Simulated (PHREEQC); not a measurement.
Consider water at 25 °C with 0.029 mol/kgw HF, 2.1e-06 mol/kgw H4SiO4 and 0.0003 mol/kgw H3PO4. Closed to the air; pH follows from the charge balance.

The numbers come from PHREEQC with the ion-association model, wateq4f.dat.

Precipitation was switched off in this run.

Q: Order these F species by the share of F that they hold, largest first: HF2-, F-, HF, H2F2.

A: HF (76 %), F- (13 %), H2F2 (8.7 %), HF2- (2.2 %)

The pH is 2.39 and the ionic strength 0.00437 mol/kgw. Complexes and solids missing from the database can't appear. wateq4f.dat counts part of the HF as a dimer, H2F2, which phreeqc.dat doesn't know; its constant is uncertain. H3PO4, which wateq4f.dat lacks, is added to it with the constant of phreeqc.dat. SiF6-2 is the database's only silicon fluoride.
